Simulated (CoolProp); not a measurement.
Computed with CoolProp (reference Helmholtz-energy equation of state, Wagner 2002).

### Question
For water, give the phase and the Z, isothermal compressibility (1/MPa), conductivity (mW/(m K)) at 742.6 K and 221 bar; 742.6 K and 552 bar.

### Answer
- 742.6 K and 221 bar: supercritical; Z 0.767, isothermal compressibility 0.0614, conductivity 94.8
- 742.6 K and 552 bar: supercritical; Z 0.421, isothermal compressibility 0.0230, conductivity 301

Thermal conductivity comes from a separate model (Huber 2012).
